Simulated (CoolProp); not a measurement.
Properties of sulfur hexafluoride along the isobar 61.8 bar (Tc = 45.6 °C, pc = 37.55 bar, ω = 0.210).

Model: reference Helmholtz-energy equation of state, Guder 2009, in CoolProp.

```csv
T (°C),phase,isothermal compressibility (1/MPa),expansivity (1/kK)
26.45,liquid,0.01471,(withheld)
46.85,supercritical,(withheld),(withheld)
67.15,supercritical,0.2258,26.31
87.45,supercritical,(withheld),16.82
107.85,supercritical,0.2394,9.453
128.15,supercritical,0.2124,(withheld)
148.55,supercritical,(withheld),(withheld)
168.85,supercritical,0.1876,4.355
189.25,supercritical,0.1809,(withheld)
209.55,supercritical,0.1761,3.319
```

### Question
What belongs in the gaps?

### Answer

- 26.45, expansivity (1/kK): 5.485
- 46.85, isothermal compressibility (1/MPa): 0.04007
- 46.85, expansivity (1/kK): 9.632
- 87.45, isothermal compressibility (1/MPa): 0.2965
- 128.15, expansivity (1/kK): 6.674
- 148.55, isothermal compressibility (1/MPa): 0.1972
- 148.55, expansivity (1/kK): 5.233
- 189.25, expansivity (1/kK): 3.754
